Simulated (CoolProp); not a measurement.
Vapour-liquid equilibrium of propylene (1) + R152A (2) at 338.5 K; x and y are mole fractions of (1).

Values from CoolProp's multi-fluid Helmholtz-energy mixture model, Lemmon 2013 and Outcalt 1996; pair parameters Bell 2016.

```
x     bubble pressure, mixture model (bar)  bubble pressure, Raoult's law (bar)  y, mixture model  y, Raoult's law
----  ------------------------------------  -----------------------------------  ----------------  ---------------
0.05                                 18.32                                17.55             0.096            0.080
0.2                                  21.82                                19.22             0.308            0.293
0.35                                 24.55                                20.89             0.458            0.471
0.5                                  26.60                                22.56             0.578            0.623
0.65                                 28.01                                24.23             0.689            0.755
0.8                                  28.71                                25.90             0.807            0.869
0.95                                 28.48                                27.58             0.945            0.969
```

The largest gap from Raoult's law is +17.9 % in bubble pressure, at x = 0.5. y crosses x between x = 0.8 and 0.95: the model has an azeotrope there.

The pair parameters rest on a limited set of measurements; away from them the model extrapolates.
